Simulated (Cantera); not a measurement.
An adiabatic, constant-pressure homogeneous reactor starts with H₂ : O₂ : N₂ = 1 : 1 : 3.76 (molar parts), equivalence ratio 0.50, at 1498 K and 13.8 atm. Integrator tolerance rtol = 1e-08.

Model: the H2/O2 subset of GRI-Mech 3.0, which has no nitrogen chemistry, integrated in Cantera. The hydrogen kinetics of GRI-Mech 3.0 are dated; newer H2 mechanisms differ, most at raised pressure. The pressure lies above the range GRI-Mech 3.0 was tuned for (to about 10 atm).

### Question
How do the results move with these cheaper or finer settings: full GRI-Mech 3.0 in place of its H2/O2 subset; rtol 1e-08 to 1e-06?

### Answer
```csv
setting,time of steepest temperature rise,temperature at 4.00 s,equilibrium temperature,x(H₂) at 4.00 s,integrator steps
as above,1.24 µs,2631 K,2631 K,0.00175,990
full GRI-Mech 3.0 in place of its H2/O2 subset,1.24 µs,2602 K,2602 K,0.00162,1227
rtol 1e-08 to 1e-06,1.24 µs,2631 K,2631 K,0.00175,587
```
